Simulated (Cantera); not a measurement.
Mixture: 11.9 % CO, 3.21 % H₂, 4.28 % CH₄, 17.0 % O₂, 63.7 % N₂, at 260000 Pa, adiabatic and at constant volume. Ignition delay is the time to a rise of 400 K.

Computed with Cantera and GRI-Mech 3.0 (53 species, 325 reactions).

Q: Predict: delay at 1150 K; delay at 1250 K; delay at 1350 K; delay at 1450 K; delay at 1550 K; delay at 1650 K; delay at 1750 K; apparent activation energy between 1550 and 1750 K.

A: 
- delay at 1150 K = 0.646 ms
- delay at 1250 K = 0.280 ms
- delay at 1350 K = 0.137 ms
- delay at 1450 K = 73.7 µs
- delay at 1550 K = 43.2 µs
- delay at 1650 K = 27.1 µs
- delay at 1750 K = 17.9 µs
- apparent activation energy between 1550 and 1750 K = 99 kJ/mol
